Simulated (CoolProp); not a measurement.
Propane at 293.15 K and 0.515 MPa is throttled through a valve to 0.149 MPa with no heat exchange. Each further row changes one setting.

Model: reference Helmholtz-energy equation of state, Lemmon 2009, in CoolProp.

| case | temperature change (K) | final density (kg/m³) |
|---|---|---|
| as stated | (withheld) | (withheld) |
| outlet pressure 0.0447 MPa | -9.3 | 0.842 |
| outlet pressure 0.194 MPa | (withheld) | 3.72 |

Task: What belongs in the gaps?

Result: 
- as stated, temperature change (K): -7.2
- as stated, final density (kg/m³): 2.84
- outlet pressure 0.194 MPa, temperature change (K): -6.4
